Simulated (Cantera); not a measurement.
Cantera with NASA thermochemical tables; ideal gases at 1 bar, condensed phases pure. Values are per mole of reaction as written; species without (g) are pure solids or liquids, kept so even where they would boil at 1 bar.

Problem. Between 300 and 2448 K, where is each reaction favourable under standard conditions?
- Cl(g) + AlN ⇌ AlCl(g) + N(g)

Solution. 
- Cl(g) + AlN ⇌ AlCl(g) + N(g): ΔG° is 559 kJ at 300 K and 162 kJ at 2448 K; it stays positive (K < 1). ΔH° is 593 kJ and ΔS° 176 J/K at 2448 K.
